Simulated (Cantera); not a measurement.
Input (Python, Cantera) and output of one run.

```python
import numpy as np
import cantera as ct

gas_names = """
    AL ALCL ALCL2 ALCL3 ALH ALN AL2 AL2CL6 CL CL2 H HCL H2 N NH NH2 NH3 N2 N2H2 N2H4
""".split()
cond_names = """
    AL(cr) AL(L) ALCL3(s) ALCL3(L) ALN(s) NH4CL(a) NH4CL(b)
""".split()


# ... load() reads the species with a 1 bar reference pressure and builds the phases ...
atoms = {
    'AlN': {'AL': 1, 'N': 1},
    'H2': {'H': 2},
    'HCl': {'H': 1, 'CL': 1},
}
top_T = {'ALN(s)': 2750}  # K; cautious upper limits of use, not melting points


# ... equilibrate(T, P, feed) seeds the gas with the atoms and calls Mixture.equilibrate('TP', solver="vcs", rtol=1e-11, max_steps=5000) ...
results = []
feed = {'AlN': 1, 'H2': 2.1, 'HCl': 1.6}  # mol
T = 973.15  # K
P = 10000  # Pa
mix = equilibrate(T, P, feed)
results.append((T, P, feed, dict(zip(mix.species_names, mix.species_moles))))
print(gas.report(threshold=1e-06))
for i in range(1, mix.n_phases):
    print(f"{mix.phase(i).name:16s} {mix.phase_moles(i):12.5e} mol")
```

Output:

```
       temperature   973.15 K
          pressure   10000 Pa
           density   0.026273 kg/m^3
  mean mol. weight   21.258 kg/kmol
   phase of matter   gas

                          1 kg             1 kmol
                     ---------------   ---------------
          enthalpy       -2.3075e+06       -4.9054e+07  J
   internal energy       -2.6882e+06       -5.7145e+07  J
           entropy             10688        2.2721e+05  J/K
    Gibbs function       -1.2709e+07       -2.7016e+08  J
 heat capacity c_p            1689.1             35908  J/K
 heat capacity c_v              1298             27593  J/K

                      mass frac. Y      mole frac. X     chem. pot. / RT
                     ---------------   ---------------   ---------------
             ALCL3           0.66287           0.10569           -119.15
            AL2CL6         0.0020435         0.0001629           -238.31
               HCL           0.19632           0.11447           -40.088
                H2          0.068913           0.72667            -20.06
               NH3        7.9849e-06        9.9667e-06           -45.106
                N2          0.069846          0.053002           -30.032
     [  +14 minor]        3.3954e-06        7.4092e-07

AL(L)             0.00000e+00 mol
ALCL3(L)          0.00000e+00 mol
ALN(s)            6.07819e-01 mol
```

Cantera equilibrium calculation (NASA polynomials, part measured and part estimated; ideal gas, pure solids and liquids).
